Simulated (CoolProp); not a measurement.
Vapour-liquid equilibrium of propane (1) + c-C4F8 (RC318) (2) at 261.5 K; x and y are mole fractions of (1).

The numbers come from the multi-fluid Helmholtz-energy mixture model, Lemmon 2009 and Platzer 1990; pair parameters Bell 2016 in CoolProp. This equation is an older, rougher fit; its heat capacities, sound speeds and derivatives of the liquid may be far off and weren't checked against measurements.

Problem. Give the bubble pressure and the first vapour's composition at x = 0.05, 0.35, 0.5. Is there an azeotrope?

Solution. x = 0.05: 0.1220 MPa, y = 0.367; x = 0.35: 0.2684 MPa, y = 0.763; x = 0.5: 0.2939 MPa, y = 0.802. No azeotrope shows between x = 0.05 and 0.95.

Pair parameters are fitted to limited data, so mixtures are less certain than the pure fluids. With so large a gap from Raoult's law the liquid may split in two, which this calculation doesn't test in full.
